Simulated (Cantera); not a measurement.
Cantera with NASA thermochemical tables; ideal gases at 1 bar, condensed phases pure. Values are per mole of reaction as written; species without (g) are pure solids or liquids, kept so even where they would boil at 1 bar. The tables' values for BOCl are old estimates.

Q: Between 300 and 1800 K, where is each reaction favourable under standard conditions?
- N2O(g) + 3 BOCl(g) = BCl3(g) + 2 BN + 2 O2(g)
- 6 BOCl(g) + 2 B = 2 BCl3(g) + 3 B2O2(g)

A: 
- N2O(g) + 3 BOCl(g) = BCl3(g) + 2 BN + 2 O2(g): ΔG° is 23 kJ at 300 K and 327 kJ at 1800 K; it stays positive (K < 1). ΔH° is -27 kJ and ΔS° -197 J/K at 1800 K.
- 6 BOCl(g) + 2 B = 2 BCl3(g) + 3 B2O2(g): ΔG° is -238 kJ at 300 K and -45 kJ at 1800 K; it stays negative (K > 1). ΔH° is -280 kJ and ΔS° -131 J/K at 1800 K.
